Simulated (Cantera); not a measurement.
Feed: 1 mol NiS, 27 mol H2, equilibrated at 22.0 Pa.

Method: chemical equilibrium by Gibbs-energy minimisation in Cantera with the NASA 1993 tables (ideal gas, pure condensed phases). Candidate condensed phases: Ni, NiS, NiS2, Ni3S2, Ni3S4, S; 9 gas species. Rates play no part.

Problem. At 1650 K, list the 4 most abundant gas species with their mole fractions, and the condensed phases.

Solution. H2 0.967, S2 0.0138, H 0.00602, Ni 0.00499. Condensed: Ni(s).
